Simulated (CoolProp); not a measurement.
Vapour-liquid equilibrium of n-pentane (1) + benzene (2) at 0.0769 MPa; x and y are mole fractions of (1).

Computed with CoolProp (multi-fluid Helmholtz-energy mixture model, Thol 2019 and Thol 2012; pair parameters Bell 2016).

| x | bubble temperature, mixture model (K) | bubble temperature, Raoult's law (K) | y, mixture model | y, Raoult's law |
|---|---|---|---|---|
| 0.05 | ___ | 340.4 | 0.249 | 0.171 |
| 0.2 | ___ | 330.2 | 0.595 | 0.512 |
| 0.35 | 316.7 | 322.2 | ___ | 0.705 |
| 0.5 | ___ | 315.9 | 0.817 | 0.823 |
| 0.65 | ___ | 310.7 | ___ | 0.900 |
| 0.8 | 305.2 | 306.3 | ___ | 0.953 |
| 0.95 | 302.3 | 302.5 | ___ | 0.990 |

Problem. Fill in the missing entries.

Solution. 
- 0.05, bubble temperature, mixture model (K): 337.2
- 0.2, bubble temperature, mixture model (K): 323.9
- 0.35, y, mixture model: 0.735
- 0.5, bubble temperature, mixture model (K): 311.9
- 0.65, bubble temperature, mixture model (K): 308.3
- 0.65, y, mixture model: 0.877
- 0.8, y, mixture model: 0.930
- 0.95, y, mixture model: 0.982

The largest gap from Raoult's law is -6.3 K in bubble temperature, at x = 0.2. No azeotrope shows between x = 0.05 and 0.95.

The pair parameters rest on a limited set of measurements; away from them the model extrapolates.
